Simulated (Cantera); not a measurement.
# Thermodynamics of aluminium nitride and oxide growth, feed Al(CH₃)₃ + N₂O + N₂ + O₂

Charge: 1 mol Al(CH₃)₃, 1.1 mol N₂O, 54 mol N₂, 8 mol O₂, held at 0.0230 bar.

Cantera equilibrium calculation (NASA polynomials, part measured and part estimated; ideal gas, pure solids and liquids). Candidate condensed phases: Al, AlN, Al₂O₃, C, C₆H₆, C₇H₈, C₈H₁₈, H₂O; 148 gas species. The feed counts by its element totals alone. The numbers say what is thermodynamically allowed, not how fast it happens.

```csv
T (K),log p N₂,log p H₂O,log p CO₂,log p O₂,log p NO,n Al₂O₃(s)
1423,-1.71,-2.80,-2.98,-3.05,-5.07,0.500
1473,-1.71,-2.80,-2.98,-3.05,-4.96,0.500
1523,-1.71,-2.80,-2.98,-3.05,-4.85,0.500
1573,-1.71,-2.80,-2.98,-3.05,-4.75,0.500
1623,-1.71,-2.80,-2.98,-3.05,-4.66,0.500
1673,-1.71,-2.80,-2.98,-3.05,-4.57,0.500
1723,-1.71,-2.80,-2.98,-3.05,-4.49,0.500
1773,-1.71,-2.80,-2.98,-3.06,-4.42,0.500
1823,-1.71,-2.80,-2.98,-3.06,-4.34,0.500
1873,-1.71,-2.81,-2.98,-3.06,-4.27,0.500
1923,-1.71,-2.81,-2.99,-3.06,-4.21,0.500
1973,-1.71,-2.81,-2.99,-3.06,-4.15,0.500
2023,-1.71,-2.82,-3.00,-3.06,-4.09,0.500
```
log p: log10 of the partial pressure in bar; n: condensed amount in mol.

From 1423 K to 2023 K the condensed part is Al₂O₃(s).
